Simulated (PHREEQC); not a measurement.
A PHREEQC speciation (ion-association model, phreeqc.dat) at 80 °C gives pH 2.96 and these molalities:

```
species  mol/kgw
-------  -------
SO4-2     0.0239
MnSO4     0.0153
Cu+2      0.0129
Mn+2      0.0127
CuSO4     0.0101
HSO4-    0.00463
H+       0.00137
```

Problem. What are the element totals, and what could have been dissolved in 1 kg of water to give them?

Solution. Several could match; the one computed here: totals Cu(2) 0.0230, Mn(2) 0.0280, S(6) 0.0540 mol/kgw, from 3 mmol/kgw H2SO4, 23 mmol/kgw CuSO4 and 28 mmol/kgw MnSO4.

Precipitation was switched off in this run. Species that the database lacks are ignored. Constants without temperature data keep their 25 °C values here.
